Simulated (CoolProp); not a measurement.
Vapour-liquid equilibrium of toluene (1) + n-dodecane (2) at 0.0461 bar; x and y are mole fractions of (1).

Computed with CoolProp (multi-fluid Helmholtz-energy mixture model, Lemmon 2006 and Lemmon 2004; pair parameters Bell 2016).

| x | bubble temperature, mixture model (°C) | bubble temperature, Raoult's law (°C) | y, mixture model | y, Raoult's law |
|---|---|---|---|---|
| 0.05 | 98.3 | 94.5 | ? | 0.680 |
| 0.15 | ? | 71.0 | 0.909 | 0.918 |
| 0.25 | 59.1 | 59.0 | ? | 0.965 |
| 0.35 | 50.3 | 51.2 | 0.983 | 0.982 |
| 0.45 | ? | 45.6 | 0.991 | 0.990 |
| 0.55 | ? | 41.2 | 0.994 | 0.994 |
| 0.65 | 36.9 | 37.6 | 0.996 | 0.996 |
| 0.75 | ? | 34.6 | 0.998 | 0.998 |
| 0.85 | ? | 32.1 | 0.999 | 0.999 |
| 0.95 | 29.8 | 29.8 | 1.000 | 1.000 |

Task: Some entries are withheld; supply them.

Result: 
- 0.05, y, mixture model: 0.615
- 0.15, bubble temperature, mixture model (°C): 73.0
- 0.25, y, mixture model: 0.966
- 0.45, bubble temperature, mixture model (°C): 44.4
- 0.55, bubble temperature, mixture model (°C): 40.1
- 0.75, bubble temperature, mixture model (°C): 34.2
- 0.85, bubble temperature, mixture model (°C): 31.9

The largest gap from Raoult's law is +3.8 K in bubble temperature, at x = 0.05. No azeotrope shows between x = 0.05 and 0.95.

The pair parameters rest on a limited set of measurements; away from them the model extrapolates. The gap from Raoult's law changes sign with composition, which may be real or a fault of the pair parameters; it wasn't checked against measurements.
